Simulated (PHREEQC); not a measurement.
A solution holds 0.065 mol HF, 7.2e-05 mol H3PO4 and 0.00019 mol HCl per kg of water, at 56 °C. Closed to the air; pH follows from the charge balance.

Computed with PHREEQC (ion-association model, phreeqc.dat).

No solid was allowed to form.

**Question.** Predict the pH, ionic strength.

**Answer.** pH 2.27; ionic strength 0.00576 mol/kgw.

**Question.** In which forms is P present?

**Answer.** H3PO4 50 %, H2PO4- 50 % of the P.

Away from 25 °C the constants follow the database's enthalpies or fits; those with neither stay at their 25 °C values.
